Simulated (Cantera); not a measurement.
A closed system holds: 1 mol SO2, 0.57 mol O2, equilibrated at 700 °C and 89.0 Pa.

Method: chemical equilibrium by Gibbs-energy minimisation in Cantera with the NASA 1993 tables (ideal gas, pure condensed phases). Candidate condensed phases: S; 10 gas species. The numbers say what is thermodynamically allowed, not how fast it happens.

Base state: SO2 0.618, O2 0.354, SO3 0.0274 (mole fractions); condensed: gas only.

Q: What changes in the equilibrium state with this change: O2 from 0.57 to 0.044 mol?

A: 
| species | before | after |
|---|---|---|
| SO2 | 0.618 | 0.951 |
| O2 | 0.354 | 0.0357 |
| SO3 | 0.0274 | 0.0134 |
